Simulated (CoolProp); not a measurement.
R236FA along the isotherm 400 K: Z from the reference equation and from simpler models built on Tc = 398.1 K, pc = 3.191 MPa, ω = 0.377; each cubic takes its own stable root.

The numbers come from the reference Helmholtz-energy equation of state, Pan 2012 in CoolProp.

| p (MPa) | phase | reference | Redlich-Kwong | Soave-Redlich-Kwong |
|---|---|---|---|---|
| 0.299 | gas | 0.9673 | 0.9679 | 0.9680 |
| 0.598 | gas | 0.9331 | 0.9343 | 0.9346 |
| 0.897 | gas | 0.8971 | 0.8991 | 0.8995 |
| 1.2 | gas | 0.8585 | 0.8614 | 0.8620 |
| 1.5 | gas | 0.8176 | 0.8216 | 0.8224 |
| 1.79 | gas | 0.7748 | 0.7801 | 0.7812 |
| 2.09 | gas | 0.7259 | 0.7331 | 0.7345 |
| 2.39 | gas | 0.6705 | 0.6801 | 0.6820 |
| 2.69 | gas | 0.6048 | 0.6176 | 0.6203 |
| 2.99 | gas | 0.5187 | 0.5356 | 0.5404 |
| 3.29 | supercritical | 0.3319 | 0.3157 | 0.3677 |
| 3.59 | supercritical | 0.2092 | 0.2648 | 0.2693 |
| 3.89 | supercritical | 0.2132 | 0.2660 | 0.2688 |
| 4.19 | supercritical | 0.2214 | 0.2728 | 0.2751 |
| 4.49 | supercritical | 0.2310 | 0.2818 | 0.2838 |
| 4.79 | supercritical | 0.2414 | 0.2919 | 0.2936 |
